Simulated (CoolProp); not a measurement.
A single-stage vapour-compression cycle with R245fa: evaporating at 245.15 K (dew point), condensing at 290.15 K (bubble point), superheat 2 K, subcooling 0 K, compressor efficiency 0.85, no pressure losses. Each further row changes one setting.

Values from CoolProp's reference Helmholtz-energy equation of state, Akasaka 2015.

```
case                              cooling COP  pressure ratio  discharge temperature (K)  refrigerating effect (kJ/kg)  volumetric capacity (kJ/m³)
--------------------------------  -----------  --------------  -------------------------  ----------------------------  ---------------------------
as stated                                3.90            8.81                      301.4                           164                          134
evaporating temperature 250.15 K         4.57            6.60                      299.5                           167                          [?]
condensing temperature 285.15 K          4.50            7.20                      296.1                           170                          139
subcooling 5 K                            [?]            8.81                      301.4                           170                          139
superheat 12 K                            [?]            8.81                      311.9                           171                          [?]
compressor efficiency 0.75               3.44            8.81                      307.6                           164                          134
```

Q: What belongs in the gaps?

A: 
- evaporating temperature 250.15 K, volumetric capacity (kJ/m³): 180
- subcooling 5 K, cooling COP: 4.06
- superheat 12 K, cooling COP: 3.93
- superheat 12 K, volumetric capacity (kJ/m³): 135
